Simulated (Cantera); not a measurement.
An isothermal plug-flow reactor at 625 K and 190000 Pa (inlet), inlet velocity 0.58 m/s, active area per volume 2000 1/m; feed H2 : O2 : N2 = 0.0034 : 0.16 : 0.79 (molar parts), equivalence ratio 0.011.

Detailed kinetics in Cantera: Deutschmann's 1995 Pt surface mechanism with GRI-Mech 3.0 gas chemistry. Catalytic surfaces can have several steady states; this one follows from the mechanism file's or the stated starting coverage. Mass transfer to the wall is taken as infinitely fast.

### Question
What does this change do: H2 0.0034 to 0.0025 parts?

### Answer
| quantity | before | after |
|---|---|---|
| x(H2) at z = 0.025 m | 1.39e-5 | 1.38e-5 |
| x(O2) at z = 0.025 m | 0.166 | 0.167 |
| x(H2O) at z = 0.025 m | 0.00356 | 0.00261 |
| θ(O*) at the exit | 0.998 | 0.998 |
